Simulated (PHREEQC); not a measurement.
Make-up at 81 °C: 0.07 mol/kgw NaNO3, 0.00025 mol/kgw H3BO3 and 0.011 mol/kgw ZnBr2. Closed to the air; pH follows from the charge balance.

Equilibrium calculation in PHREEQC: ion-association model, wateq4f.dat.

No solid was allowed to form.

Q: Estimate the pH.

A: pH 4.89.

Species that the database lacks are ignored. At this temperature some constants are extrapolated from 25 °C, and those without enthalpy data are left unchanged.
